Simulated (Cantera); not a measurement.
A closed system holds: 1 mol Si3N4, 0.16 mol O2, 130 mol N2, equilibrated at 0.330 Pa.

Method: chemical equilibrium by Gibbs-energy minimisation in Cantera with the NASA 1993 tables (ideal gas, pure condensed phases). Candidate condensed phases: Si, SiO2, Si2N2O, Si3N4; 16 gas species. Kinetics and transport are ignored.

**Question.** What share of the Si ends up in condensed phases as a function of T (K), at 1475, 1500, 1525, 1550, 1575, 1600, 1625, 1650, 1675, 1700?

**Answer.** 
```tsv
T (K)	Si condensed (%)	as
1475	81.5	Si(s)
1500	75.0	Si(s)
1525	63.6	Si(s)
1550	43.9	Si(s)
1575	10.2	Si(s)
1600	0.0	-
1625	0.0	-
1650	0.0	-
1675	0.0	-
1700	0.0	-
```
